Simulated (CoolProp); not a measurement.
A simple Rankine cycle with sulfur dioxide: condensing at 332.15 K, boiler at 3.1 MPa, turbine inlet 524 K, turbine efficiency 0.6, pump efficiency 0.6, no recuperator. Each further row changes one setting.

Computed with CoolProp (reference Helmholtz-energy equation of state, Gao 2016).

```csv
case,thermal efficiency (%),net work (kJ/kg),heat in (kJ/kg),turbine exit temperature (K),volume ratio over the turbine
as stated,7.6,34.1,451,459.4,2.61
condensing temperature 324.15 K,___,40.6,463,448.2,3.18
boiler pressure 2.17 MPa,5.3,___,458,481.6,___
turbine efficiency 0.5,6.2,28.0,451,467.6,2.67
```

### Question
Some entries are withheld; supply them.

### Answer

- condensing temperature 324.15 K, thermal efficiency (%): 8.8
- boiler pressure 2.17 MPa, net work (kJ/kg): 24.3
- boiler pressure 2.17 MPa, volume ratio over the turbine: 1.89
